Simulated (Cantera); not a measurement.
An isothermal, constant-pressure homogeneous reactor starts with 2.15 % CH4, 97.8 % H2, 0.0352 % N2, at 2150 K and 0.0188 atm.

Computed with Cantera and GRI-Mech 3.0 (53 species, 325 reactions). GRI-Mech 3.0 stops at C3 and has no aromatics, soot or wall deposition, so with more carbon than oxygen in the feed, carbon stays in small species such as C2H2 where larger ones or solid carbon would form. Radical loss at walls, strong at low pressure, is not modelled.

x: mole fraction; the columns are a selection and need not sum to one.

```tsv
t (s)	x CH4	x H2	x CH2	x H	x C2H
1.00e-5	0.0215	0.978	2.07e-10	1.81e-5	<1e-12
2.42e-5	0.0215	0.978	1.28e-9	4.78e-5	<1e-12
5.88e-5	0.0215	0.978	8.15e-9	0.000123	<1e-12
0.000143	0.0214	0.978	5.24e-8	0.000308	<1e-12
0.000346	0.0212	0.977	?	?	4.06e-12
0.000838	0.0207	0.976	1.78e-6	0.00182	3.40e-10
0.00203	0.0194	0.974	8.62e-6	0.00431	1.96e-8
0.00492	0.0152	0.971	2.53e-5	0.00874	4.49e-7
0.0119	0.00727	0.972	2.64e-5	0.0125	2.30e-6
0.0289	0.00214	0.972	1.38e-5	0.0156	4.37e-6
0.0702	0.000522	0.970	5.30e-6	0.0190	5.92e-6
0.170	0.000130	0.967	1.89e-6	0.0225	7.21e-6
0.412	?	0.963	?	?	?
1.00	1.44e-5	0.960	3.65e-7	0.0294	9.50e-6
```

Question: Some entries are withheld; supply them.

Answer: 
- 0.000346, x CH2: 3.18e-7
- 0.000346, x H: 0.000753
- 0.412, x CH4: 3.53e-5
- 0.412, x CH2: 7.13e-7
- 0.412, x H: 0.0264
- 0.412, x C2H: 8.50e-6
